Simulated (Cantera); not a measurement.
A freely propagating, adiabatic, planar premixed flame of CO : H₂ : O₂ : N₂ = 1 : 0.065 : 0.649 : 2.44 (molar parts), unburnt at 473 K and 75.0 Torr; mixture-averaged transport, grid criteria slope 0.08 and curve 0.16, no radiation.

Computed with Cantera and GRI-Mech 3.0 (53 species, 325 reactions). Burning velocities carry a grid error of a few per cent, more on coarse grids.

**Question.** Predict: laminar burning velocity; thermal thickness; peak x(H₂O₂).

**Answer.** 
```json
{
 "laminar_burning_velocity": "86.1 cm/s",
 "thermal_thickness": "16.3 mm",
 "peak x(H₂O₂)": "1.00e-5"
}
```
